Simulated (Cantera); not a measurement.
An isothermal, constant-pressure homogeneous reactor starts with 15.4 % NH3, 84.6 % N2, at 2098 K and 1.00 bar.

Computed with Cantera and the gas-phase N/H chemistry of the illustrative SiF4/NH3 mechanism in the Surface Chemkin manual (1991). Walls and surfaces, which speed up NH3 decomposition in real reactors, are not modelled.

x: mole fraction; the columns are a selection and need not sum to one.

```csv
t (s),x NH3,x H,x NH,x N,x N2H4
3.00e-6,0.154,1.06e-6,8.03e-9,4.44e-12,1.42e-10
8.05e-6,0.154,1.07e-6,7.52e-8,1.08e-10,1.09e-9
2.16e-5,0.154,1.14e-6,6.78e-7,2.15e-9,7.89e-9
5.79e-5,0.153,?,3.58e-6,1.61e-8,4.94e-8
0.000155,0.152,?,8.18e-6,6.23e-8,1.49e-7
0.000417,0.149,?,1.06e-5,1.86e-7,1.50e-7
0.00112,0.142,?,1.30e-5,4.88e-7,1.12e-7
0.00300,0.125,?,1.51e-5,1.00e-6,7.35e-8
0.00805,0.0891,?,1.52e-5,1.47e-6,3.89e-8
0.0216,0.0384,?,1.18e-5,1.68e-6,1.12e-8
0.0579,0.00521,?,5.46e-6,1.48e-6,6.55e-10
0.155,0.000187,0.00134,7.37e-7,3.89e-7,3.12e-12
0.417,3.32e-5,0.00138,1.38e-7,7.50e-8,<1e-12
1.12,1.03e-5,0.00138,4.29e-8,2.33e-8,<1e-12
3.00,3.75e-6,0.00138,1.57e-8,8.50e-9,<1e-12
```

Question: Complete the blanks.

Answer: 
- 5.79e-5, x H: 1.77e-6
- 0.000155, x H: 4.79e-6
- 0.000417, x H: 1.17e-5
- 0.00112, x H: 2.66e-5
- 0.00300, x H: 5.97e-5
- 0.00805, x H: 0.000134
- 0.0216, x H: 0.000296
- 0.0579, x H: 0.000678
